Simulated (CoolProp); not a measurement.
Saturation properties of p-xylene (Tc = 343.0 °C, pc = 3532 kPa, ω = 0.324).

Computed with CoolProp (reference Helmholtz-energy equation of state, Zhou 2012).

```json
[
 {"T (°C)": "49.95", "p (kPa)": "4.335", "liquid cp (kJ/(kg K))": "1.799", "vapour Z": "0.9951", "liquid conductivity (mW/(m K))": "120"},
 {"T (°C)": "52.65", "p (kPa)": "4.921", "liquid cp (kJ/(kg K))": "1.809", "vapour Z": "0.9946", "liquid conductivity (mW/(m K))": "120"},
 {"T (°C)": "55.25", "p (kPa)": "5.547", "liquid cp (kJ/(kg K))": "1.817", "vapour Z": "0.9941", "liquid conductivity (mW/(m K))": "119"},
 {"T (°C)": "57.95", "p (kPa)": "6.267", "liquid cp (kJ/(kg K))": "1.827", "vapour Z": "0.9936", "liquid conductivity (mW/(m K))": "118"},
 {"T (°C)": "60.55", "p (kPa)": "7.033", "liquid cp (kJ/(kg K))": "1.835", "vapour Z": "0.9930", "liquid conductivity (mW/(m K))": "118"},
 {"T (°C)": "63.15", "p (kPa)": "7.876", "liquid cp (kJ/(kg K))": "1.844", "vapour Z": "0.9924", "liquid conductivity (mW/(m K))": "117"},
 {"T (°C)": "65.85", "p (kPa)": "8.839", "liquid cp (kJ/(kg K))": "1.854", "vapour Z": "0.9917", "liquid conductivity (mW/(m K))": "116"},
 {"T (°C)": "68.45", "p (kPa)": "9.857", "liquid cp (kJ/(kg K))": "1.863", "vapour Z": "0.9910", "liquid conductivity (mW/(m K))": "116"},
 {"T (°C)": "71.15", "p (kPa)": "11.02", "liquid cp (kJ/(kg K))": "1.872", "vapour Z": "0.9902", "liquid conductivity (mW/(m K))": "115"},
 {"T (°C)": "73.75", "p (kPa)": "12.24", "liquid cp (kJ/(kg K))": "1.881", "vapour Z": "0.9894", "liquid conductivity (mW/(m K))": "114"},
 {"T (°C)": "76.45", "p (kPa)": "13.62", "liquid cp (kJ/(kg K))": "1.890", "vapour Z": "0.9886", "liquid conductivity (mW/(m K))": "114"},
 {"T (°C)": "79.05", "p (kPa)": "15.07", "liquid cp (kJ/(kg K))": "1.899", "vapour Z": "0.9877", "liquid conductivity (mW/(m K))": "113"},
 {"T (°C)": "81.75", "p (kPa)": "16.71", "liquid cp (kJ/(kg K))": "1.909", "vapour Z": "0.9867", "liquid conductivity (mW/(m K))": "112"},
 {"T (°C)": "84.35", "p (kPa)": "18.43", "liquid cp (kJ/(kg K))": "1.918", "vapour Z": "0.9857", "liquid conductivity (mW/(m K))": "112"},
 {"T (°C)": "86.95", "p (kPa)": "20.29", "liquid cp (kJ/(kg K))": "1.927", "vapour Z": "0.9847", "liquid conductivity (mW/(m K))": "111"}
]
```

It boils at 138.3 °C under 1 atm.

Thermal conductivity comes from a separate model (Mylona 2014).
